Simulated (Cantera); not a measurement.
An isothermal, constant-pressure homogeneous reactor starts with NH3 : H2 = 1 : 0.52 (molar parts), at 1525 K and 0.0263 atm. Integrator tolerance rtol = 1e-08.

Cantera simulation using the gas-phase N/H chemistry of the illustrative SiF4/NH3 mechanism in the Surface Chemkin manual (1991); the numbers are that mechanism's predictions, not measurements. Walls and surfaces, which speed up NH3 decomposition in real reactors, are not modelled.

Problem. What does this change do: temperature 1525 to 1623 K?

Solution. 
```
quantity                                             before                                     after
-----------------  ----------------------------------------  ----------------------------------------
x(NH3) at 80.0 s      0.499 (gas-phase equilibrium 4.83e-7)     0.217 (gas-phase equilibrium 3.70e-7)
x(H2) at 80.0 s         0.453 (gas-phase equilibrium 0.801)       0.650 (gas-phase equilibrium 0.801)
x(N) at 80.0 s       9.17e-9 (gas-phase equilibrium <1e-12)  3.62e-8 (gas-phase equilibrium 3.03e-12)
x(N2) at 80.0 s        0.0480 (gas-phase equilibrium 0.198)       0.133 (gas-phase equilibrium 0.198)
x(H) at 80.0 s     2.33e-5 (gas-phase equilibrium 0.000131)  8.59e-5 (gas-phase equilibrium 0.000381)
x(NH) at 80.0 s    2.60e-7 (gas-phase equilibrium 2.60e-12)  6.35e-7 (gas-phase equilibrium 1.43e-11)
x(N2H4) at 80.0 s    6.86e-9 (gas-phase equilibrium <1e-12)    2.68e-9 (gas-phase equilibrium <1e-12)
```

Problem. What does this change do: pressure from 0.0263 atm to 0.0132 atm?

Solution. 
```
quantity                                             before                                     after
-----------------  ----------------------------------------  ----------------------------------------
x(NH3) at 80.0 s      0.499 (gas-phase equilibrium 4.83e-7)     0.558 (gas-phase equilibrium 2.42e-7)
x(H2) at 80.0 s         0.453 (gas-phase equilibrium 0.801)       0.412 (gas-phase equilibrium 0.801)
x(N) at 80.0 s       9.17e-9 (gas-phase equilibrium <1e-12)    1.09e-8 (gas-phase equilibrium <1e-12)
x(N2) at 80.0 s        0.0480 (gas-phase equilibrium 0.198)      0.0302 (gas-phase equilibrium 0.198)
x(H) at 80.0 s     2.33e-5 (gas-phase equilibrium 0.000131)  2.18e-5 (gas-phase equilibrium 0.000185)
x(NH) at 80.0 s    2.60e-7 (gas-phase equilibrium 2.60e-12)  3.05e-7 (gas-phase equilibrium 2.60e-12)
x(N2H4) at 80.0 s    6.86e-9 (gas-phase equilibrium <1e-12)    4.53e-9 (gas-phase equilibrium <1e-12)
```
